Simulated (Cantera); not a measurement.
Cantera with NASA thermochemical tables; ideal gases at 1 bar, condensed phases pure. Values are per mole of reaction as written; species without (g) are pure solids or liquids, kept so even where they would boil at 1 bar.

3 F2(g) + H2S(g) ⇌ 2 HF(g) + SF4(g)

| T (K) | ΔH° (kJ) | ΔS° (J/K) | ΔG° (kJ) | log10 K |
|---|---|---|---|---|
| 673 | (withheld) | (withheld) | (withheld) | (withheld) |
| 773 | -1282.6 | -156.6 | -1161.5 | 78.49 |
| 873 | -1281.7 | -155.5 | -1145.9 | 68.56 |
| 973 | -1280.9 | -154.7 | -1130.4 | 60.69 |
| 1073 | (withheld) | (withheld) | (withheld) | (withheld) |
| 1173 | -1279.6 | -153.4 | -1099.6 | 48.97 |

Problem. Some entries are withheld; supply them.

Solution. 
- 673, ΔH° (kJ): -1283.6
- 673, ΔS° (J/K): -158.0
- 673, ΔG° (kJ): -1177.3
- 673, log10 K: 91.37
- 1073, ΔH° (kJ): -1280.2
- 1073, ΔS° (J/K): -154.0
- 1073, ΔG° (kJ): -1115.0
- 1073, log10 K: 54.28
